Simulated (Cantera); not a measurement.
Reactions in the system N-Nb-O

Cantera with NASA thermochemical tables; ideal gases at 1 bar, condensed phases pure. Values are per mole of reaction as written; species without (g) are pure solids or liquids, kept so even where they would boil at 1 bar.

N₂O(g) + 2 NbO₂(g) ⇌ Nb₂O₅ + 2 N(g)

```csv
T (K),ΔH° (kJ),ΔS° (J/K),ΔG° (kJ),log10 K,condensed phases
300,-635.7,-321.6,-539.2,93.89,Nb₂O₅(s)
1700,-565.7,-235.5,-165.3,5.08,Nb₂O₅(s)
1800,-455.6,-173.8,-142.8,4.14,Nb₂O₅(l)
1900,-444.8,-167.9,-125.7,3.46,Nb₂O₅(l)
2000,-434.1,-162.4,-109.2,2.85,Nb₂O₅(l)
2100,-423.3,-157.2,-93.2,2.32,Nb₂O₅(l)
2200,-412.7,-152.2,-77.8,1.85,Nb₂O₅(l)
2300,-402.0,-147.5,-62.8,1.43,Nb₂O₅(l)
2400,-391.4,-143.0,-48.3,1.05,Nb₂O₅(l)
2500,-380.9,-138.7,-34.2,0.71,Nb₂O₅(l)
2600,-370.3,-134.5,-20.5,0.41,Nb₂O₅(l)
2700,-359.8,-130.6,-7.3,0.14,Nb₂O₅(l)
```
